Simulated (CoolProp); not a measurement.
Vapour-liquid equilibrium of R22 (1) + R152A (2) at 334.6 K; x and y are mole fractions of (1).

Model: multi-fluid Helmholtz-energy mixture model, Kamei 1995 and Outcalt 1996; pair parameters Bell 2016, in CoolProp.

| x | bubble pressure, mixture model (MPa) | bubble pressure, Raoult's law (MPa) | y, mixture model | y, Raoult's law |
|---|---|---|---|---|
| 0.05 | 1.586 | 1.600 | 0.064 | 0.078 |
| 0.2 | 1.693 | 1.743 | 0.247 | 0.287 |
| 0.35 | 1.810 | 1.886 | 0.417 | 0.465 |
| 0.5 | 1.942 | 2.029 | 0.575 | 0.617 |
| 0.65 | 2.089 | 2.171 | 0.720 | 0.750 |
| 0.8 | 2.255 | 2.314 | 0.850 | 0.866 |
| 0.95 | 2.439 | 2.457 | 0.965 | 0.968 |

The largest gap from Raoult's law is -4.3 % in bubble pressure, at x = 0.5. No azeotrope shows between x = 0.05 and 0.95.

The pair parameters rest on a limited set of measurements; away from them the model extrapolates.
